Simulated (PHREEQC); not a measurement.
Dissolve 33 mmol/kgw H3PO4, 18 mmol/kgw HNO3 and 1.2 mmol/kgw NiSO4 at 20 °C. Closed to the air; pH follows from the charge balance.

All values are PHREEQC results (ion-association model, wateq4f.dat), not measurements.

No solid was allowed to form.

**Question.** Order these S species by the share of S that they hold, largest first: NiSO4, SO4-2, HSO4-.

**Answer.** HSO4- (54 %), SO4-2 (43 %), NiSO4 (2.6 %)

The pH is 1.64 and the ionic strength 0.0303 mol/kgw. H3PO4, which wateq4f.dat lacks, is added to it with the constant of phreeqc.dat. The database has no phosphate complexes of Ni.
